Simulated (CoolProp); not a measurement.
Vapour-liquid equilibrium of propylene (1) + R134a (2) at 58.05 °C; x and y are mole fractions of (1).

The numbers come from the multi-fluid Helmholtz-energy mixture model, Lemmon 2013 and Tillner-Roth 1994; pair parameters Bell 2016 in CoolProp.

```csv
x,"bubble pressure, mixture model (MPa)","bubble pressure, Raoult's law (MPa)","y, mixture model","y, Raoult's law"
0.05,1.740,1.647,0.098,0.074
0.2,2.077,1.770,0.309,0.275
0.35,2.321,1.894,0.452,0.449
0.5,2.484,2.018,0.566,0.602
0.65,2.576,2.141,0.674,0.738
0.8,2.588,2.265,0.790,0.858
0.95,2.494,2.389,0.937,0.966
```

The largest gap from Raoult's law is +23.1 % in bubble pressure, at x = 0.5. y crosses x between x = 0.65 and 0.8: the model has an azeotrope there.

The pair parameters rest on a limited set of measurements; away from them the model extrapolates.
